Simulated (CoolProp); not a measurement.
Saturation properties of fluorine (Tc = 144.4 K, pc = 5.240 MPa, ω = 0.045).

Values from CoolProp's reference Helmholtz-energy equation of state, de Reuck 1990.

```json
[
 {"T (K)": "89.7", "p (MPa)": "0.1678", "enthalpy of vaporisation (kJ/kg)": "169.8", "liquid cp (kJ/(kg K))": "1.528"},
 {"T (K)": "92.5", "p (MPa)": "0.2212", "enthalpy of vaporisation (kJ/kg)": "166.9", "liquid cp (kJ/(kg K))": "1.541"},
 {"T (K)": "95.4", "p (MPa)": "0.2891", "enthalpy of vaporisation (kJ/kg)": "163.8", "liquid cp (kJ/(kg K))": "1.556"},
 {"T (K)": "98.2", "p (MPa)": "0.3686", "enthalpy of vaporisation (kJ/kg)": "160.5", "liquid cp (kJ/(kg K))": "1.573"},
 {"T (K)": "101.1", "p (MPa)": "0.4668", "enthalpy of vaporisation (kJ/kg)": "157.0", "liquid cp (kJ/(kg K))": "1.593"},
 {"T (K)": "103.9", "p (MPa)": "0.5788", "enthalpy of vaporisation (kJ/kg)": "153.4", "liquid cp (kJ/(kg K))": "1.616"},
 {"T (K)": "106.8", "p (MPa)": "0.7143", "enthalpy of vaporisation (kJ/kg)": "149.5", "liquid cp (kJ/(kg K))": "1.643"},
 {"T (K)": "109.6", "p (MPa)": "0.8657", "enthalpy of vaporisation (kJ/kg)": "145.4", "liquid cp (kJ/(kg K))": "1.674"},
 {"T (K)": "112.4", "p (MPa)": "1.039", "enthalpy of vaporisation (kJ/kg)": "141.1", "liquid cp (kJ/(kg K))": "1.711"},
 {"T (K)": "115.3", "p (MPa)": "1.244", "enthalpy of vaporisation (kJ/kg)": "136.3", "liquid cp (kJ/(kg K))": "1.757"},
 {"T (K)": "118.1", "p (MPa)": "1.467", "enthalpy of vaporisation (kJ/kg)": "131.3", "liquid cp (kJ/(kg K))": "1.812"},
 {"T (K)": "121", "p (MPa)": "1.727", "enthalpy of vaporisation (kJ/kg)": "125.7", "liquid cp (kJ/(kg K))": "1.884"}
]
```

It boils at 85.0 K under 1 atm.
